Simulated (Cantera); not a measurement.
An isothermal, constant-pressure homogeneous reactor starts with N2O : H2 : N2 = 1 : 0.0029 : 0.9 (molar parts), at 1500 K and 0.960 bar. Integrator tolerance rtol = 1e-08.

Model: GRI-Mech 3.0 (53 species, 325 reactions), integrated in Cantera. GRI-Mech 3.0 was tuned for natural gas; its chemistry of N2O as a main component is partial and can be far from experiment. The temperature is held fixed by assumption; the heat of reaction is taken as removed at once.

What does this change do: pressure from 0.960 bar to 113 Torr?


```
quantity                                            before                                     after
----------------  ----------------------------------------  ----------------------------------------
x(N2O) at 2.00 s   2.14e-6 (gas-phase equilibrium 7.36e-8)   9.68e-6 (gas-phase equilibrium 2.91e-8)
x(H2) at 2.00 s    5.73e-9 (gas-phase equilibrium 5.14e-9)   1.48e-8 (gas-phase equilibrium 1.30e-8)
x(NO2) at 2.00 s  0.000373 (gas-phase equilibrium 6.35e-6)  0.000165 (gas-phase equilibrium 2.51e-6)
x(NO) at 2.00 s     0.0798 (gas-phase equilibrium 0.00122)    0.0915 (gas-phase equilibrium 0.00122)
x(O) at 2.00 s     1.71e-6 (gas-phase equilibrium 1.89e-6)   4.28e-6 (gas-phase equilibrium 4.79e-6)
x(O2) at 2.00 s        0.167 (gas-phase equilibrium 0.207)       0.162 (gas-phase equilibrium 0.207)
x(H) at 2.00 s     1.37e-9 (gas-phase equilibrium 1.30e-9)   5.62e-9 (gas-phase equilibrium 5.21e-9)
```

What does this change do: pressure from 0.960 bar to 10.00 Torr?


| quantity | before | after |
|---|---|---|
| x(N2O) at 2.00 s | 2.14e-6 (gas-phase equilibrium 7.36e-8) | 0.0941 (gas-phase equilibrium 8.67e-9) |
| x(H2) at 2.00 s | 5.73e-9 (gas-phase equilibrium 5.14e-9) | 1.63e-7 (gas-phase equilibrium 4.33e-8) |
| x(NO2) at 2.00 s | 0.000373 (gas-phase equilibrium 6.35e-6) | 4.01e-5 (gas-phase equilibrium 7.48e-7) |
| x(NO) at 2.00 s | 0.0798 (gas-phase equilibrium 0.00122) | 0.0796 (gas-phase equilibrium 0.00122) |
| x(O) at 2.00 s | 1.71e-6 (gas-phase equilibrium 1.89e-6) | 6.65e-5 (gas-phase equilibrium 1.61e-5) |
| x(O2) at 2.00 s | 0.167 (gas-phase equilibrium 0.207) | 0.130 (gas-phase equilibrium 0.207) |
| x(H) at 2.00 s | 1.37e-9 (gas-phase equilibrium 1.30e-9) | 2.38e-7 (gas-phase equilibrium 3.20e-8) |
Radical loss at walls, strong at low pressure, is not modelled.
